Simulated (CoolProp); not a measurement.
A simple Rankine cycle with R114: condensing at 313.15 K, boiler at 1.98 MPa, turbine inlet 430.4 K, turbine efficiency 0.75, pump efficiency 0.7, no recuperator. Each further row changes one setting.

Values from CoolProp's reference Helmholtz-energy equation of state, Platzer 1990. This equation is an older, rougher fit; its heat capacities, sound speeds and derivatives of the liquid may be far off and weren't checked against measurements.

```json
[
 {"case": "as stated", "thermal efficiency (%)": "10.7", "net work (kJ/kg)": "21.2", "heat in (kJ/kg)": "198", "turbine exit temperature (K)": "385.2", "volume ratio over the turbine": "6.39"},
 {"case": "turbine inlet 450.4 K", "thermal efficiency (%)": "10.5", "net work (kJ/kg)": "22.9", "heat in (kJ/kg)": "217", "turbine exit temperature (K)": "406.2", "volume ratio over the turbine": "6.18"},
 {"case": "condensing temperature 305.15 K", "thermal efficiency (%)": "11.7", "net work (kJ/kg)": "24.2", "heat in (kJ/kg)": "207", "turbine exit temperature (K)": "380.6", "volume ratio over the turbine": "8.08"},
 {"case": "boiler pressure 1.39 MPa", "thermal efficiency (%)": "8.9", "net work (kJ/kg)": "18.2", "heat in (kJ/kg)": "205", "turbine exit temperature (K)": "396.8", "volume ratio over the turbine": "4.24"},
 {"case": "turbine efficiency 0.65", "thermal efficiency (%)": "9.1", "net work (kJ/kg)": "18.1", "heat in (kJ/kg)": "198", "turbine exit temperature (K)": "389.1", "volume ratio over the turbine": "6.47"}
]
```
